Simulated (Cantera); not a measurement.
Input (Python, Cantera) and output of one run.

```python
import numpy as np
import cantera as ct

gas_names = """
    AL ALCL ALCL2 ALCL3 ALH ALN AL2 AL2CL6 CL CL2 H HCL H2 N NH NH2 NH3 N2 N2H2 N2H4
""".split()
cond_names = """
    AL(cr) AL(L) ALCL3(s) ALCL3(L) ALN(s) NH4CL(a) NH4CL(b)
""".split()


# ... load() reads the species with a 1 bar reference pressure and builds the phases ...
atoms = {
    'AlCl3': {'AL': 1, 'CL': 3},
    'NH3': {'N': 1, 'H': 3},
    'H2': {'H': 2},
}
top_T = {'ALN(s)': 2750}  # K; cautious upper limits of use, not melting points


# ... equilibrate(T, P, feed) seeds the gas with the atoms and calls Mixture.equilibrate('TP', solver="vcs", rtol=1e-11, max_steps=5000) ...
results = []
feed = {'AlCl3': 1, 'NH3': 120, 'H2': 460}  # mol
P = 68000  # Pa
for T in [923, 1073, 1223, 1373, 1523, 1673, 1823, 1973, 2123]:
    mix = equilibrate(T, P, feed)
    results.append((T, P, feed, dict(zip(mix.species_names, mix.species_moles))))

top = {s: max(r[3][s] / sum(r[3][g] for g in gas_names) for r in results) for s in gas_names}
cols = sorted((s for s in top if top[s] > 1e-05), key=lambda s: -top[s])[:8]
seen = [c for c in cond_names if any(r[3].get(c, 0) > 1e-12 for r in results)]
print("log10 of partial pressures in bar; condensed amounts in mol")
print(f"{'T/K':>10s}" + "".join(f"{s[:9]:>10s}" for s in cols + seen))
for T, P, feed, n in results:
    ng = sum(n[g] for g in gas_names)
    print(f"{T:10.4g}" + "".join(f"{np.log10(max(n[s] / ng * P / 1e5, 1e-99)):10.3f}" for s in cols)
          + "".join(f"{n.get(c, 0):10.4g}" for c in seen))
```

Output:

```
log10 of partial pressures in bar; condensed amounts in mol
       T/K        H2        N2       HCL         H      ALCL       NH3        AL     ALCL2    ALN(s)
       923    -0.208    -1.239    -2.537    -9.716   -12.663    -3.927   -23.543   -10.418     0.998
      1073    -0.208    -1.239    -2.537    -7.958    -9.858    -4.363   -18.456    -8.672    0.9974
      1223    -0.208    -1.239    -2.537    -6.626    -7.752    -4.696   -14.628    -7.362    0.9968
      1373    -0.208    -1.239    -2.538    -5.582    -6.115    -4.958   -11.644    -6.346    0.9952
      1523    -0.208    -1.239    -2.541    -4.740    -4.810    -5.169    -9.255    -5.541    0.9771
      1673    -0.208    -1.238    -2.568    -4.048    -3.770    -5.342    -7.300    -4.934    0.8092
      1823    -0.209    -1.236    -2.715    -3.468    -3.031    -5.486    -5.672    -4.682   0.01357
      1973    -0.209    -1.236    -2.714    -2.974    -3.024    -5.609    -5.037    -4.960         0
      2123    -0.210    -1.237    -2.709    -2.550    -3.034    -5.715    -4.512    -5.210         0
```

Method: chemical equilibrium by Gibbs-energy minimisation in Cantera with the NASA 1993 tables (ideal gas, pure condensed phases). The tables' values for AlCl2 are old estimates; treat these amounts as uncertain.
